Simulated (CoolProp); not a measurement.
Carbon dioxide along the isotherm 221.6 K: Z from the reference equation and from simpler models built on Tc = 304.1 K, pc = 73.77 bar, ω = 0.224; each cubic takes its own stable root.

Values from CoolProp's reference Helmholtz-energy equation of state, Span 1996.

```csv
p (bar),phase,reference,van der Waals,Redlich-Kwong,Peng-Robinson
14.2,liquid,0.02919,(withheld),0.03289,0.02798
28.4,liquid,0.05822,0.09428,(withheld),0.05576
42.6,liquid,0.08709,0.1401,0.09759,0.08334
56.7,liquid,0.1156,0.1848,0.1292,0.1106
70.9,liquid,0.1442,0.2293,(withheld),0.1378
85.1,liquid,0.1727,0.2732,0.1921,0.1649
99.3,liquid,0.2010,0.3166,0.2232,0.1918
113,liquid,0.2282,0.3581,0.2529,0.2176
128,liquid,(withheld),0.4031,0.2852,0.2457
142,liquid,(withheld),0.4447,0.3152,0.2719
156,liquid,0.3129,0.4860,0.3449,(withheld)
170,liquid,0.3403,(withheld),0.3745,0.3238
184,liquid,0.3675,0.5678,0.4039,0.3495
```

Question: Some entries are withheld; supply them.

Answer: 
- 14.2, van der Waals: 0.8625
- 28.4, Redlich-Kwong: 0.06541
- 70.9, Redlich-Kwong: 0.1608
- 128, reference: 0.2579
- 142, reference: 0.2854
- 156, Peng-Robinson: 0.2979
- 170, van der Waals: 0.5270

At some of these states van der Waals gives the other phase, because its saturation line lies elsewhere.
